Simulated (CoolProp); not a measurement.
Vapour-liquid equilibrium of R1234ze(E) (1) + n-pentane (2) at 8.95 °C; x and y are mole fractions of (1).

Values from CoolProp's multi-fluid Helmholtz-energy mixture model, Thol 2016 and Thol 2019; pair parameters Bell 2016.

### Question
Give the bubble pressure and the first vapour's composition at x = 0.2, 0.275, 0.8. Is there an azeotrope?

### Answer
x = 0.2: 0.1540 MPa, y = 0.794; x = 0.275: 0.1818 MPa, y = 0.834; x = 0.8: 0.2688 MPa, y = 0.933. No azeotrope shows between x = 0.05 and 0.95.

Pair parameters are fitted to limited data, so mixtures are less certain than the pure fluids. With so large a gap from Raoult's law the liquid may split in two, which this calculation doesn't test in full.
